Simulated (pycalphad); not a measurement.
All values are pycalphad results on the COST 507 light-alloy database (1999) (1 atm), not direct measurements. The data set is of 1999 and partly superseded. Amounts are mole fractions of atoms. Kinetics are ignored, which matters at the lower temperatures.

Q: Give the equilibrium state of Ti-0.96Hf-1.08B (at.%) at 1250 K.

A: 
```
T = 1250.00 K, P = 101325 Pa, N = 1 mol of atoms
G = -64502 J/mol, H = 30972 J/mol, S = 76.38 J/(mol K)  (SER reference)
chemical potentials (J/mol): Ti -62555, Hf -128379, B -184337
phase             fraction      x(Ti)      x(Hf)       x(B)
BCC_A2              0.9811     0.9888     0.0098     0.0014
BM                  0.0189     0.4994   0.000586     0.5000
```

Q: Give the equilibrium state of Ti-0.96Hf-1.08B (at.%) at 650 K.

A: hcp, fraction 0.979, with 0.98 Hf, 0.02 B at.%; BM, fraction 0.021, with 0.03 Hf, 50.0 B at.%.

Database names, with the compositions (at.%) that they take in these runs: BM: Ti 50 B 50. BCC_A2 is bcc.
